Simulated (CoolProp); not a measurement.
The numbers come from the reference Helmholtz-energy equation of state, Zhou 2012 in CoolProp.

Task: Give the vapour pressure (bar), liquid viscosity (µPa s), liquid conductivity (mW/(m K)) of saturated m-xylene at 189.75, 313.15 °C.

Result: 
| T (°C) | p (bar) | liquid viscosity (µPa s) | liquid conductivity (mW/(m K)) |
|---|---|---|---|
| 189.75 | 3.33 | 155 | 89.8 |
| 313.15 | 24.2 | 61.6 | 74.2 |

Viscosity comes from a separate model (Cao 2016). Thermal conductivity comes from a separate model (Mylona 2014).
